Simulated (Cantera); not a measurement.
An isothermal, constant-pressure homogeneous reactor starts with 5.28 % CH4, 94.7 % N2, at 1600 K and 0.306 atm.

Computed with Cantera and GRI-Mech 3.0 (53 species, 325 reactions). GRI-Mech 3.0 stops at C3 and has no aromatics, soot or wall deposition, so with more carbon than oxygen in the feed, carbon stays in small species such as C2H2 where larger ones or solid carbon would form.

x: mole fraction; the columns are a selection and need not sum to one.

```
t (s)        x CH4      x H     x CH2      x H2    x C2H4     x C2H     x CH3
--------  --------  -------  --------  --------  --------  --------  --------
0.000700    0.0527  9.32e-8   1.84e-9   2.45e-5   5.75e-7    <1e-12   4.54e-5
0.00255     0.0526  2.09e-7   1.59e-8  0.000130   2.20e-5  2.42e-12  0.000139
0.00931     0.0511  1.14e-6   7.73e-8   0.00144  0.000476  1.93e-10  0.000315
0.0340           ?        ?         ?         ?         ?         ?  0.000311
0.124            ?        ?         ?         ?         ?         ?         ?
0.452       0.0129  1.80e-5   2.33e-8    0.0566  0.000112   2.00e-8   8.21e-5
1.65       0.00383  2.38e-5   8.31e-9    0.0696   6.20e-5   2.65e-8   2.65e-5
6.01      0.000994  2.62e-5   2.37e-9    0.0737   6.23e-5   2.93e-8   7.18e-6
21.9      0.000364  2.68e-5  8.89e-10    0.0746   6.34e-5   3.00e-8   2.65e-6
80.0      0.000308  2.69e-5  7.54e-10    0.0747   6.35e-5   3.00e-8   2.25e-6
```

Q: What belongs in the gaps?

A: 
- 0.0340, x CH4: 0.0425
- 0.0340, x H: 5.39e-6
- 0.0340, x CH2: 9.24e-8
- 0.0340, x H2: 0.0125
- 0.0340, x C2H4: 0.00175
- 0.0340, x C2H: 4.21e-9
- 0.124, x CH4: 0.0282
- 0.124, x H: 1.11e-5
- 0.124, x CH2: 4.79e-8
- 0.124, x H2: 0.0343
- 0.124, x C2H4: 0.000466
- 0.124, x C2H: 1.20e-8
- 0.124, x CH3: 0.000178
